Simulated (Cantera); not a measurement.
## Gas-phase reforming

A perfectly stirred reactor is fed with CH₄ : CO₂ : H₂ = 1 : 1.1 : 0.079 (molar parts), at 1.09 atm; it is held at 1548 K, and followed from long to short residence time.

Model: GRI-Mech 3.0 (53 species, 325 reactions), integrated in Cantera.

| τ (s) | x CH₄ | x CO₂ | x H₂ | x CH₂ | x CH₂O | x O₂ | x CO |
|---|---|---|---|---|---|---|---|
| 0.95 | 0.108 | 0.158 | 0.201 | 1.17e-8 | 1.78e-6 | 2.24e-12 | 0.247 |
| 0.44 | 0.157 | 0.223 | 0.175 | 1.21e-8 | 2.71e-6 | 2.77e-12 | 0.188 |
| 0.21 | 0.222 | 0.304 | 0.157 | 1.07e-8 | 3.52e-6 | 2.66e-12 | 0.123 |
| 0.096 | 0.298 | 0.388 | 0.134 | 9.57e-9 | 4.37e-6 | 1.85e-12 | 0.0636 |
| 0.045 | 0.359 | 0.446 | 0.106 | 9.63e-9 | 5.27e-6 | 1.01e-12 | 0.0276 |
| 0.021 | 0.404 | 0.478 | 0.0779 | 1.03e-8 | 6.10e-6 | <1e-12 | 0.0106 |
| 0.0097 | 0.431 | 0.494 | 0.0569 | 1.06e-8 | 6.50e-6 | <1e-12 | 0.00381 |
| 0.0045 | 0.447 | 0.501 | 0.0449 | 9.78e-9 | 6.08e-6 | <1e-12 | 0.00138 |
| 0.0021 | 0.454 | 0.503 | 0.0394 | 7.77e-9 | 4.72e-6 | <1e-12 | 0.000502 |
x: mole fraction; the columns are a selection and need not sum to one.
